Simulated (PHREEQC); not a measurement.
Dissolve 0.023 mol/kgw Cu(BF4)2, 7.1e-05 mol/kgw HBF4 and 0.0041 mol/kgw NaCl at 25 °C. Closed to the air; pH follows from the charge balance.

The numbers come from PHREEQC with the ion-association model, phreeqc.dat.

Precipitation was switched off in this run.

Problem. Order these B species by the share of B that they hold, largest first: H3BO3, BF2(OH)2-, BF3OH-, BF4-.

Solution. BF4- (90 %), BF3OH- (5.7 %), H3BO3 (2.9 %), BF2(OH)2- (1.3 %)

The pH is 2.75 and the ionic strength 0.0740 mol/kgw. Species that the database lacks are ignored. Real BF4- forms and hydrolyses slowly; the run takes it at equilibrium.
